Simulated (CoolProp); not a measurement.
R113 along the isotherm 500 K: Z from the reference equation and from simpler models built on Tc = 487.2 K, pc = 3.392 MPa, ω = 0.253; each cubic takes its own stable root.

The numbers come from the reference Helmholtz-energy equation of state, Marx 1992 in CoolProp.

```csv
p (MPa),phase,reference
1.06,gas,0.8965
2.12,gas,0.7722
3.18,gas,0.6018
4.24,supercritical,0.2777
5.3,supercritical,0.2735
6.36,supercritical,0.3054
7.42,supercritical,0.3412
8.48,supercritical,0.3779
```

Q: How far does each simpler model (Soave-Redlich-Kwong, Peng-Robinson) lie from the reference over these 8 states: mean and median of the absolute difference, and the worst?

A: 
- Soave-Redlich-Kwong: mean 10.4 %, median 13.4 %, worst +19.9 % at 500 K and 4.24 MPa
- Peng-Robinson: mean 4.7 %, median 3.4 %, worst +11.1 % at 500 K and 4.24 MPa
